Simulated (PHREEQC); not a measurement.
Brine (model solution)

Make-up at 25 °C: 3.3 mol/kgw NaBr and 0.031 mol/kgw BaCl2. Closed to the air; pH follows from the charge balance.

Equilibrium calculation in PHREEQC: Pitzer model, pitzer.dat.

No solid was allowed to form.

What activity of water does the model give?

activity of water 0.872.

Complexes and solids missing from the database can't appear.
